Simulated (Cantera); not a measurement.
Input: 1 mol SiCl₄, 0.16 mol HCl, 140 mol H₂, held at 1400 °C and 10.0 mbar.

Cantera equilibrium calculation (NASA polynomials, part measured and part estimated; ideal gas, pure solids and liquids). Candidate condensed phases: Si; 19 gas species. The tables' values for SiCl are old estimates; treat these amounts as uncertain. Gases not in the tables: Si₂H₆ and higher silanes. Equilibrium is a limit: real reactors are often held back by kinetics, nucleation or transport.

Task: What is the equilibrium state?

Result: 
| Quantity | Result |
|---|---|
| x(H₂) | 0.972 |
| x(HCl) | 0.0247 |
| x(SiCl₂) | 0.00226 |
| x(H) | 0.00112 |
| x(Si) | 4.18e-5 |
| x(Cl) | 2.23e-5 |
| x(SiCl) | 2.03e-5 |
| x(SiH₂) | 1.07e-5 |
| x(SiH) | 6.96e-6 |
| n(Si(s)) | 0.667 mol |
| gas amount | 142.2 mol |
